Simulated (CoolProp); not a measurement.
The fluid at 327.37 K and 1.78 MPa flows at 0.72 m/s in a round tube of 2 mm bore and 0.25 µm roughness, fully developed (64/Re and Nu = 3.66 if laminar; Colebrook and Gnielinski if turbulent). The same conditions are run with several fluids, on thermodynamics alone (safety and materials aside).

Model: reference Helmholtz-energy equation of state of each fluid (sulfur hexafluoride: Guder 2009; nitrogen: Span 2000; dry air: Lemmon 2000), in CoolProp. Blends and air are pseudo-pure fits.

| fluid | Reynolds number | Darcy friction factor | pressure drop (Pa/m) | heat-transfer coefficient (W/(m² K)) | mass flow (kg/h) |
|---|---|---|---|---|---|
| sulfur hexafluoride | 9430 | 0.0316 | 467 | 255 | (withheld) |
| nitrogen | 1360 | 0.0470 | (withheld) | 52.1 | 0.149 |
| dry air | 1360 | 0.0470 | (withheld) | 52.9 | (withheld) |

Problem. Fill in the missing entries.

Solution. 
- sulfur hexafluoride, mass flow (kg/h): 0.929
- nitrogen, pressure drop (Pa/m): 111
- dry air, pressure drop (Pa/m): 116
- dry air, mass flow (kg/h): 0.154

Transport values come from each fluid's own correlations.
